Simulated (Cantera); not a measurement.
Feed: 1 mol CF4, 0.23 mol HCl, 0.19 mol H2, 0.011 mol CH4, equilibrated at 0.0360 bar.

Cantera equilibrium calculation (NASA polynomials, part measured and part estimated; ideal gas, pure solids and liquids). Candidate condensed phases: C, C6H6, C7H8, C8H18; 118 gas species. Gases not in the tables: C2F6 and larger saturated fluorocarbons. The numbers say what is thermodynamically allowed, not how fast it happens.

Q: Which condensed phases are stable at each of these points (T (K)): 2450, 2500, 2550, 2600, 2650, 2700, 2750, 2800, 2850?

A: 
```tsv
T (K)	condensed phases	C condensed (%)
2450	gas only	0.0
2500	gas only	0.0
2550	gas only	0.0
2600	gas only	0.0
2650	C(graphite)	1.9
2700	C(graphite)	8.6
2750	C(graphite)	15.3
2800	C(graphite)	21.3
2850	C(graphite)	26.3
```

From 2450 K to 2600 K nothing is condensed. From 2650 K to 2850 K the condensed part is C(graphite).
